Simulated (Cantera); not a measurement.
An isothermal, constant-pressure homogeneous reactor starts with H₂ : O₂ = 0.18 : 1 (molar parts), at 1125 K and 1.05 Torr.

Computed with Cantera and the H2/O2 subset of GRI-Mech 3.0, which has no nitrogen chemistry. Radical loss at walls, strong at low pressure, is not modelled. The temperature is held fixed by assumption; the heat of reaction is taken as removed at once.

x: mole fraction; the columns are a selection and need not sum to one.

```tsv
t (s)	x H₂	x O₂	x H	x O	x H₂O	x H₂O₂
2.00e-5	0.153	0.847	5.41e-11	<1e-12	<1e-12	<1e-12
6.91e-5	0.153	0.847	1.81e-10	9.21e-12	<1e-12	<1e-12
0.000239	0.153	0.847	5.87e-10	9.88e-11	3.07e-11	<1e-12
0.000825	0.153	0.847	2.14e-9	9.84e-10	8.67e-10	<1e-12
0.00285	0.153	0.847	2.30e-8	1.68e-8	3.21e-8	7.19e-12
0.00985	0.152	0.847	2.72e-5	2.08e-5	4.79e-5	9.71e-11
0.0340	0.00564	0.755	0.0522	0.0628	0.118	2.11e-8
0.118	0.00507	0.761	0.0463	0.0591	0.123	2.12e-8
0.406	0.00411	0.780	0.0312	0.0448	0.135	(withheld)
1.40	0.00179	0.814	0.00798	0.0178	0.155	(withheld)
4.85	0.000220	0.832	0.000327	0.00211	0.164	(withheld)
16.8	1.75e-5	0.835	7.38e-6	0.000168	0.165	(withheld)
57.9	2.13e-6	0.835	3.13e-7	2.05e-5	0.165	(withheld)
200	3.79e-7	0.835	2.36e-8	3.66e-6	0.165	(withheld)
```

What belongs in the gaps?


- 0.406, x H₂O₂: 2.50e-8
- 1.40, x H₂O₂: 3.31e-8
- 4.85, x H₂O₂: 2.89e-8
- 16.8, x H₂O₂: 1.15e-8
- 57.9, x H₂O₂: 3.58e-9
- 200, x H₂O₂: 1.09e-9
